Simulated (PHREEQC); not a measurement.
Polishing slurry liquid

Consider water at 91 °C with 0.00418 mol/kgw K2CO3 and 0.021 mol/kgw H3BO3. Closed to the air; pH follows from the charge balance.

Equilibrium calculation in PHREEQC: ion-association model, phreeqc.dat.

No solid was allowed to form.

Question: What pH, ionic strength does the model give?

Answer: pH 8.15; ionic strength 0.00842 mol/kgw.

Question: In which forms is C present?

Answer: HCO3- 97 %, CO2 1.5 %, CO3-2 1.4 % of the C.

Away from 25 °C the constants follow the database's enthalpies or fits; those with neither stay at their 25 °C values.
